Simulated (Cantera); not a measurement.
Input: 1 mol Zr, 0.18 mol N₂O, 19 mol H₂, held at 75.0 Torr.

Method: chemical equilibrium by Gibbs-energy minimisation in Cantera with the NASA 1993 tables (ideal gas, pure condensed phases). Candidate condensed phases: H₂O, Zr, ZrN, ZrO₂; 28 gas species. Mutual solubility and eutectic melting of coexisting phases are not modelled. ZrN: taken at fixed stoichiometry. Condensed phases not in the tables: solid solutions among these carbides, nitrides and lower oxides, N, O or C dissolved in the metal. Rates play no part.

Task: At 2200 K, list the 3 most abundant gas species with their mole fractions, and the condensed phases.

Result: H₂ 0.982, H 0.0177, ZrO 1.44e-5. Condensed: Zr(l) + ZrN(s) + ZrO₂(tetragonal).
